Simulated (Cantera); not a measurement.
An isothermal plug-flow reactor at 1298 K and 0.820 bar (inlet), inlet velocity 0.84 m/s, active area per volume 190 1/m; feed 0.351 % CH4, 3.03 % O2, 95.7 % N2, 0.885 % H2O.

Computed with Cantera and Deutschmann's 1995 Pt surface mechanism with GRI-Mech 3.0 gas chemistry. Catalytic surfaces can have several steady states; this one follows from the mechanism file's or the stated starting coverage. Mass transfer to the wall is taken as infinitely fast.

Problem. Predict: x(CH4) at z = 0.0084 m; x(O2) at z = 0.0084 m; x(H2O) at z = 0.0084 m; x(CO2) at z = 0.0084 m; x(CO) at z = 0.0084 m; θ(free Pt) at the exit; θ(O*) at the exit; θ(OH*) at the exit.

Solution. 
| Item | Value |
|---|---|
| x(CH4) at z = 0.0084 m | 0.000258 |
| x(O2) at z = 0.0084 m | 0.0242 |
| x(H2O) at z = 0.0084 m | 0.0151 |
| x(CO2) at z = 0.0084 m | 0.00301 |
| x(CO) at z = 0.0084 m | 1.59e-6 |
| θ(free Pt) at the exit | 0.641 |
| θ(O*) at the exit | 0.358 |
| θ(OH*) at the exit | 0.00106 |
